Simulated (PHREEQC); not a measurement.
A solution holds 0.00043 mol/kgw Na2B4O7 and 0.17 mol/kgw KHCO3, at 20 °C. Closed to the air; pH follows from the charge balance.

The numbers come from PHREEQC with the ion-association model, wateq4f.dat.

The pH is 8.20. The ionic strength is 0.173 mol/kgw, the activity of water comes out as 0.994 and the total alkalinity is 171 meq/kg.

```tsv
species	molality	activity	log γ
K+	0.170	0.123	-0.140
HCO3-	0.166	0.125	-0.121
CO3-2	0.00252	0.000826	-0.485
CO2	0.00186	0.00194	0.017
H3BO3	0.00153	0.00159	0.017
Na+	0.000809	0.000609	-0.123
H2BO3-	0.000188	0.000131	-0.157
NaHCO3	4.12e-5	4.29e-5	0.017
NaCO3-	9.59e-6	7.25e-6	-0.121
OH-	1.47e-6	1.06e-6	-0.143
H+	7.94e-9	6.39e-9	-0.095
```

Precipitation was switched off in this run.
